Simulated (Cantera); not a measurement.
An isothermal, constant-pressure homogeneous reactor starts with 1.79 % CH₄, 98.2 % N₂, at 1625 K and 3600 Pa.

Detailed kinetics in Cantera: GRI-Mech 3.0 (53 species, 325 reactions). GRI-Mech 3.0 stops at C3 and has no aromatics, soot or wall deposition, so with more carbon than oxygen in the feed, carbon stays in small species such as C2H2 where larger ones or solid carbon would form. Radical loss at walls, strong at low pressure, is not modelled.

x: mole fraction; the columns are a selection and need not sum to one.

```csv
t (s),x CH₄,x C₂H₆,x CH₂,x C₂H,x CH₃
0.000100,0.0179,<1e-12,<1e-12,<1e-12,3.14e-7
0.000439,0.0179,1.94e-11,1.55e-11,<1e-12,1.68e-6
0.00192,0.0178,1.57e-9,2.17e-10,<1e-12,7.78e-6
0.00843,0.0178,7.30e-8,?,<1e-12,3.43e-5
0.0370,0.0176,1.77e-6,?,4.69e-11,0.000145
0.162,0.0140,1.05e-5,?,6.80e-9,0.000347
0.711,0.00506,1.65e-6,?,3.45e-8,0.000144
3.12,0.000895,8.43e-8,?,6.03e-8,3.41e-5
13.7,0.000128,2.30e-9,?,7.43e-8,5.78e-6
60.0,2.30e-5,7.89e-11,?,7.72e-8,1.07e-6
```

Question: Fill in the missing entries.

Answer: 
- 0.00843, x CH₂: 3.24e-9
- 0.0370, x CH₂: 4.81e-8
- 0.162, x CH₂: 2.98e-7
- 0.711, x CH₂: 1.72e-7
- 3.12, x CH₂: 5.95e-8
- 13.7, x CH₂: 1.23e-8
- 60.0, x CH₂: 2.36e-9
